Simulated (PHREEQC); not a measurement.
A PHREEQC input (ion-association model, wateq4f.dat):

```
SOLUTION 1
  temp 70
  units mg/L
  pH 6.71
  pe 2.2
  Na 0.946
  K 2.4
  Ca 2.53
  Mg 0.739
  Cl 6.56
  S(6) 4.54 as SO4
  Alkalinity 1.07 as HCO3 charge
  F 0.0107
END
USE solution 1
EQUILIBRIUM_PHASES 1
  Gypsum 0 0
  CO2(g) -2.5 10
END
```

It stops with these messages:

```
ERROR: Alkalinity cannot be used with charge balance or solution phase boundary constraints.
ERROR: Program terminating due to input errors.
```

The fault: charge balance asked on alkalinity. The line should read `as HCO3` where the input has `as HCO3 charge`. With the mend the run ends at pH 5.91 and ionic strength 0.000430 mol/kgw.
